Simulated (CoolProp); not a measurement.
A closed Brayton cycle with carbon dioxide: compressor inlet 311.15 K and 8.2 MPa, high pressure 26 MPa, turbine inlet 835 K, compressor efficiency 0.89, turbine efficiency 0.9, recuperator effectiveness 0.95 (on enthalpy, no pinch check). Each further row changes one setting.

Values from CoolProp's reference Helmholtz-energy equation of state, Span 1996.

```json
[
 {"case": "as stated", "thermal efficiency (%)": "39.1", "net work (kJ/kg)": "109", "compressor to turbine work": "0.28", "compressor exit (K)": "382.5", "turbine exit (K)": "697.0"},
 {"case": "turbine inlet 785 K", "thermal efficiency (%)": "37.1", "net work (kJ/kg)": "98.6", "compressor to turbine work": "0.30", "compressor exit (K)": "382.5", "turbine exit (K)": "651.9"},
 {"case": "compressor inlet 321.15 K", "thermal efficiency (%)": "37.5", "net work (kJ/kg)": "95.5", "compressor to turbine work": "0.37", "compressor exit (K)": "413.4", "turbine exit (K)": "697.0"},
 {"case": "high pressure 22.1 MPa", "thermal efficiency (%)": "38.1", "net work (kJ/kg)": "97.2", "compressor to turbine work": "0.26", "compressor exit (K)": "372.3", "turbine exit (K)": "715.8"},
 {"case": "recuperator effectiveness 0.5", "thermal efficiency (%)": "24.6", "net work (kJ/kg)": "109", "compressor to turbine work": "0.28", "compressor exit (K)": "382.5", "turbine exit (K)": "697.0"}
]
```
